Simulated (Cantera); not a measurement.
A freely propagating, adiabatic, planar premixed flame of H₂ : O₂ : N₂ = 1 : 0.909 : 3.42 (molar parts), unburnt at 573 K and 3.65 atm; mixture-averaged transport, grid criteria slope 0.08 and curve 0.16, no radiation.

Cantera simulation using the H2/O2 subset of GRI-Mech 3.0, which has no nitrogen chemistry; the numbers are that mechanism's predictions, not measurements. The hydrogen kinetics of GRI-Mech 3.0 are dated; newer H2 mechanisms differ, most at raised pressure. Burning velocities carry a grid error of a few per cent, more on coarse grids. Lean hydrogen flames are cellular in practice and burn faster than this planar one.

Predict: laminar burning velocity; thermal thickness; peak x(OH); peak x(HO₂); peak x(H).


```
Item                         Result
------------------------  ---------
laminar burning velocity   195 cm/s
thermal thickness         0.0914 mm
peak x(OH)                  0.00730
peak x(HO₂)                0.000625
peak x(H)                   0.00481
```
